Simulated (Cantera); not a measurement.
Cantera run:

```python
import numpy as np
import cantera as ct

gas_names = [...]  # 45 gases of nasa_gas.yaml made of Al, Cl, H, N, O
cond_names = """
    AL(cr) AL(L) ALCL3(s) ALCL3(L) ALN(s) AL2O3(a) AL2O3(L) H2O(s) H2O(L) NH4CL(a) NH4CL(b)
""".split()


# ... load() reads the species with a 1 bar reference pressure and builds the phases ...
atoms = {
    'Al': {'AL': 1},
    'O2': {'O': 2},
    'N2': {'N': 2},
    'HCl': {'H': 1, 'CL': 1},
}
top_T = {'ALN(s)': 2750}  # K; cautious upper limits of use, not melting points


# ... equilibrate(T, P, feed) seeds the gas with the atoms and calls Mixture.equilibrate('TP', solver="vcs", rtol=1e-11, max_steps=5000) ...
results = []
feed = {'Al': 1, 'O2': 1.1, 'N2': 110, 'HCl': 0.61}  # mol
P = 150  # Pa
for T in [823, 923, 1023, 1123, 1223, 1323, 1423, 1523, 1623, 1723, 1823, 1923, 2023, 2123]:
    mix = equilibrate(T, P, feed)
    results.append((T, P, feed, dict(zip(mix.species_names, mix.species_moles))))

top = {s: max(r[3][s] / sum(r[3][g] for g in gas_names) for r in results) for s in gas_names}
cols = sorted((s for s in top if top[s] > 1e-05), key=lambda s: -top[s])[:5]
seen = [c for c in cond_names if any(r[3].get(c, 0) > 1e-12 for r in results)]
print("log10 of partial pressures in bar; condensed amounts in mol")
print(f"{'T/K':>10s}" + "".join(f"{s[:9]:>10s}" for s in cols + seen))
for T, P, feed, n in results:
    ng = sum(n[g] for g in gas_names)
    print(f"{T:10.4g}" + "".join(f"{np.log10(max(n[s] / ng * P / 1e5, 1e-99)):10.3f}" for s in cols)
          + "".join(f"{n.get(c, 0):10.4g}" for c in seen))
```

Output:

```
log10 of partial pressures in bar; condensed amounts in mol
       T/K        N2       HCL        CL        O2         H  AL2O3(a)
       823    -2.828    -5.131    -7.991    -5.345   -19.401       0.5
       923    -2.828    -5.116    -7.242    -5.339   -17.113       0.5
      1023    -2.828    -5.111    -6.680    -5.337   -15.232       0.5
      1123    -2.828    -5.118    -6.302    -5.341   -13.608       0.5
      1223    -2.828    -5.136    -6.049    -5.349   -12.195       0.5
      1323    -2.828    -5.165    -5.860    -5.363   -10.981       0.5
      1423    -2.828    -5.202    -5.709    -5.381    -9.935       0.5
      1523    -2.828    -5.247    -5.588    -5.404    -9.027       0.5
      1623    -2.828    -5.300    -5.490    -5.432    -8.234       0.5
      1723    -2.828    -5.360    -5.412    -5.466    -7.537       0.5
      1823    -2.828    -5.427    -5.347    -5.508    -6.924       0.5
      1923    -2.828    -5.505    -5.292    -5.558    -6.389    0.4999
      2023    -2.829    -5.607    -5.240    -5.619    -5.939    0.4998
      2123    -2.829    -5.752    -5.192    -5.699    -5.585    0.4991
```

Equilibrium computed with Cantera from the NASA thermochemical tables; the gas is ideal and each condensed phase is pure. Condensed phases not in the tables: AlOCl.
